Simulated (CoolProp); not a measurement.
Values from CoolProp's reference Helmholtz-energy equation of state, Lemmon 2006. It is a short technical equation, of lower accuracy than the large ones.

Task: For hydrogen sulfide, give the phase and the Z, cp (kJ/(kg K)), Joule-Thomson coefficient (K/MPa) at 8.05 °C and 120 bar; 8.05 °C and 600 bar.

Result: 
- 8.05 °C and 120 bar: liquid; Z 0.209, cp 2.03, Joule-Thomson coefficient -0.188
- 8.05 °C and 600 bar: liquid; Z 0.973, cp 1.84, Joule-Thomson coefficient -0.332
